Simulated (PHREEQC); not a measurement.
Solution (25 °C): 0.083 mol/kgw LiCl, 0.05 mol/kgw BaCl2 and 9.4e-05 mol/kgw KBr. Closed to the air; pH follows from the charge balance.

Computed with PHREEQC (ion-association model, phreeqc.dat).

| quantity | before | after |
|---|---|---|
| pH | 6.96 | 6.22 |
| SI of Sylvite (KCl) | -5.97 | -6.26 |

**Question.** What was changed between the two runs?
A. 0.027 mol/kgw HBr added
B. 0.0028 mol/kgw Na2CO3 added
C. BaCl2 from 0.05 to 0.005 mol/kgw
D. temperature from 25 to 85 °C
E. diluted 10-fold with water

**Answer.** D, temperature from 25 to 85 °C

No solid was allowed to form. Away from 25 °C the constants follow the database's enthalpies or fits; those with neither stay at their 25 °C values.
